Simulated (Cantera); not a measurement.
A closed system holds: 1 mol SiH4, 2.3 mol N2, equilibrated at 413 Torr.

Method: chemical equilibrium by Gibbs-energy minimisation in Cantera with the NASA 1993 tables (ideal gas, pure condensed phases). Candidate condensed phases: Si, Si3N4; 18 gas species. N2 is the only nitrogen source here; it is nearly inert below about 1500 K, so the nitride shown seldom forms there in practice. Equilibrium is a limit: real reactors are often held back by kinetics, nucleation or transport. All values below are at 775 °C.

Base state: H2 0.550, N2 0.450, NH3 6.47e-5 (mole fractions); condensed: Si3N4(s).

Q: What changes in the equilibrium state with this change: SiH4 replaced by Si2Cl6?

A: 
| species | before | after |
|---|---|---|
| N2 | 0.450 | 0.567 |
| SiCl4 | 0 | 0.433 |
| SiCl3 | 0 | 0.000171 |
| H2 | 0.550 | 0 |
| NH3 | 6.47e-5 | 0 |
| Si3N4(s), mol | 0.333 | 0.167 |
The feed counts by its element totals alone. The tables' values for SiCl3 are old estimates; treat these amounts as uncertain.

Q: What changes in the equilibrium state with this change: SiH4 replaced by SiH2Cl2?

A: 
```json
[
 {"species": "N2", "before": "0.450", "after": "0.510"},
 {"species": "HCl", "before": "0", "after": "0.267"},
 {"species": "H2", "before": "0.550", "after": "0.148"},
 {"species": "SiCl4", "before": "0", "after": "0.0740"},
 {"species": "SiHCl3", "before": "0", "after": "0.000421"},
 {"species": "SiCl3", "before": "0", "after": "4.62e-5"},
 {"species": "NH3", "before": "6.47e-5", "after": "9.65e-6"},
 {"species": "Si3N4(s), mol", "before": "0.333", "after": "0.245"}
]
```
The tables' values for SiCl3 are old estimates; treat these amounts as uncertain. Further candidate phases: NH4Cl.
